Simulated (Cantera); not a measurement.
## Silicon epitaxy and polysilicon growth: Si2H6 + HCl + N2

Feed: 1 mol Si2H6, 0.081 mol HCl, 64 mol N2, held at 1548.15 K and 0.330 bar.

Method: chemical equilibrium by Gibbs-energy minimisation in Cantera with the NASA 1993 tables (ideal gas, pure condensed phases). Candidate condensed phases: NH4Cl, Si, Si3N4; 28 gas species. The feed counts by its element totals alone. Rates play no part.

```yaml
x(N2): 0.953
x(H2): 0.0456
x(HCl): 0.00123
x(H): 1.15e-5
n(Si3N4(s)): 0.667 mol
gas_amount: 65.75 mol
log10 activity of Si(s) (absent): -2.28
```
